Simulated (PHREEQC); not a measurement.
1 kg of water holding 0.0077 mol/kgw KCl and 0.057 mol/kgw K2CO3 is evaporated at 5 °C; the solids stay in contact with the brine. CO2 is held at log p = -3.4 (atm). The run lets Kalicinite, Sylvite precipitate or redissolve, and no other solid.

Computed with PHREEQC (Pitzer model, pitzer.dat).

```json
[
 {"water left (kg)": "0.9994", "ionic strength": "0.146", "water activity": "0.996", "Cl in solution (mol/kgw)": "0.00770", "K in solution (mol/kgw)": "0.122", "C in solution (mol/kgw)": "0.0894"},
 {"water left (kg)": "0.8214", "ionic strength": "0.181", "water activity": "0.996", "Cl in solution (mol/kgw)": "0.00937", "K in solution (mol/kgw)": "0.148", "C in solution (mol/kgw)": "(withheld)"},
 {"water left (kg)": "0.675", "ionic strength": "0.223", "water activity": "0.995", "Cl in solution (mol/kgw)": "0.0114", "K in solution (mol/kgw)": "0.180", "C in solution (mol/kgw)": "(withheld)"},
 {"water left (kg)": "0.4559", "ionic strength": "0.340", "water activity": "(withheld)", "Cl in solution (mol/kgw)": "0.0169", "K in solution (mol/kgw)": "0.267", "C in solution (mol/kgw)": "0.177"},
 {"water left (kg)": "0.3747", "ionic strength": "0.418", "water activity": "0.992", "Cl in solution (mol/kgw)": "0.0206", "K in solution (mol/kgw)": "0.325", "C in solution (mol/kgw)": "0.211"},
 {"water left (kg)": "0.3079", "ionic strength": "0.515", "water activity": "0.990", "Cl in solution (mol/kgw)": "0.0250", "K in solution (mol/kgw)": "0.395", "C in solution (mol/kgw)": "0.250"},
 {"water left (kg)": "0.253", "ionic strength": "0.633", "water activity": "0.988", "Cl in solution (mol/kgw)": "0.0304", "K in solution (mol/kgw)": "0.481", "C in solution (mol/kgw)": "0.298"},
 {"water left (kg)": "0.2079", "ionic strength": "(withheld)", "water activity": "0.986", "Cl in solution (mol/kgw)": "0.0370", "K in solution (mol/kgw)": "0.585", "C in solution (mol/kgw)": "0.355"},
 {"water left (kg)": "0.1404", "ionic strength": "1.17", "water activity": "0.979", "Cl in solution (mol/kgw)": "0.0548", "K in solution (mol/kgw)": "0.867", "C in solution (mol/kgw)": "0.506"},
 {"water left (kg)": "0.1154", "ionic strength": "1.44", "water activity": "0.975", "Cl in solution (mol/kgw)": "0.0667", "K in solution (mol/kgw)": "1.05", "C in solution (mol/kgw)": "0.605"},
 {"water left (kg)": "0.09484", "ionic strength": "1.76", "water activity": "0.971", "Cl in solution (mol/kgw)": "0.0812", "K in solution (mol/kgw)": "1.28", "C in solution (mol/kgw)": "0.725"},
 {"water left (kg)": "0.07792", "ionic strength": "2.16", "water activity": "0.965", "Cl in solution (mol/kgw)": "0.0988", "K in solution (mol/kgw)": "1.56", "C in solution (mol/kgw)": "0.870"},
 {"water left (kg)": "0.05262", "ionic strength": "3.22", "water activity": "0.949", "Cl in solution (mol/kgw)": "0.146", "K in solution (mol/kgw)": "2.31", "C in solution (mol/kgw)": "1.26"},
 {"water left (kg)": "0.04322", "ionic strength": "(withheld)", "water activity": "0.937", "Cl in solution (mol/kgw)": "0.178", "K in solution (mol/kgw)": "2.82", "C in solution (mol/kgw)": "1.52"},
 {"water left (kg)": "0.03552", "ionic strength": "4.80", "water activity": "0.923", "Cl in solution (mol/kgw)": "0.217", "K in solution (mol/kgw)": "3.43", "C in solution (mol/kgw)": "1.84"},
 {"water left (kg)": "0.02918", "ionic strength": "5.85", "water activity": "(withheld)", "Cl in solution (mol/kgw)": "0.264", "K in solution (mol/kgw)": "4.17", "C in solution (mol/kgw)": "2.22"},
 {"water left (kg)": "0.02396", "ionic strength": "7.13", "water activity": "(withheld)", "Cl in solution (mol/kgw)": "0.321", "K in solution (mol/kgw)": "5.08", "C in solution (mol/kgw)": "2.71"},
 {"water left (kg)": "0.01615", "ionic strength": "10.5", "water activity": "0.816", "Cl in solution (mol/kgw)": "0.477", "K in solution (mol/kgw)": "7.54", "C in solution (mol/kgw)": "4.05"},
 {"water left (kg)": "0.01323", "ionic strength": "12.8", "water activity": "(withheld)", "Cl in solution (mol/kgw)": "0.582", "K in solution (mol/kgw)": "9.20", "C in solution (mol/kgw)": "5.03"},
 {"water left (kg)": "0.01081", "ionic strength": "15.5", "water activity": "0.721", "Cl in solution (mol/kgw)": "0.712", "K in solution (mol/kgw)": "11.3", "C in solution (mol/kgw)": "6.35"}
]
```

What belongs in the gaps?


- 0.8214, C in solution (mol/kgw): 0.106
- 0.675, C in solution (mol/kgw): 0.126
- 0.4559, water activity: 0.993
- 0.2079, ionic strength: 0.778
- 0.04322, ionic strength: 3.93
- 0.02918, water activity: 0.905
- 0.02396, water activity: 0.882
- 0.01323, water activity: 0.771

At this temperature some constants are extrapolated from 25 °C, and those without enthalpy data are left unchanged.
